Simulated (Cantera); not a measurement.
Mixture: CH4 : C2H6 : C3H8 : O2 : N2 = 1 : 0.29 : 1 : 5.34 : 24 (molar parts), at 1.80 bar, adiabatic and at constant pressure. Ignition delay is the time to a rise of 400 K.

Computed with Cantera and GRI-Mech 3.0 (53 species, 325 reactions). GRI-Mech 3.0 was tuned for natural gas; its chemistry of propane as a main component is partial and can be far from experiment.

Task: Predict: delay at 1125 K; delay at 1325 K; delay at 1525 K; delay at 1725 K; delay at 1925 K; apparent activation energy between 1825 and 2025 K.

Result: 
```
Quantity                                                Result
--------------------------------------------------  ----------
delay at 1125 K                                        11.4 ms
delay at 1325 K                                       0.491 ms
delay at 1525 K                                        56.0 µs
delay at 1725 K                                        15.1 µs
delay at 1925 K                                        6.68 µs
apparent activation energy between 1825 and 2025 K  100 kJ/mol
```
